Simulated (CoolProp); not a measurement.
Saturation properties of sulfur dioxide (Tc = 430.6 K, pc = 7.887 MPa, ω = 0.256).

Model: reference Helmholtz-energy equation of state, Gao 2016, in CoolProp.

```
T (K)  p (MPa)  liquid density (kg/m³)  vapour density (kg/m³)  enthalpy of vaporisation (kJ/kg)  surface tension (mN/m)
-----  -------  ----------------------  ----------------------  --------------------------------  ----------------------
241.7  0.03515                    1517                   1.136                             408.0                    32.8
247    0.04660                    1503                   1.478                             403.5                    31.7
252.3  0.06092                    1490                   1.898                             399.0                    30.6
257.6  0.07863                    1476                   2.408                             394.4                    29.6
263     0.1007                    1462                   3.034                             389.7                    28.5
268.3   0.1270                    1448                   3.768                             384.9                    27.5
273.6   0.1584                    1434                   4.634                             380.1                    26.4
278.9   0.1957                    1420                   5.651                             375.2                    25.4
284.2   0.2395                    1405                   6.833                             370.2                    24.4
289.6   0.2918                    1391                   8.230                             364.9                    23.3
294.9   0.3513                    1376                   9.807                             359.7                    22.3
300.2   0.4198                    1361                   11.61                             354.3                    21.3
305.5   0.4981                    1346                   13.67                             348.7                    20.2
```

It boils at 263.1 K under 1 atm.

Surface tension comes from a separate correlation (Mulero 2012).
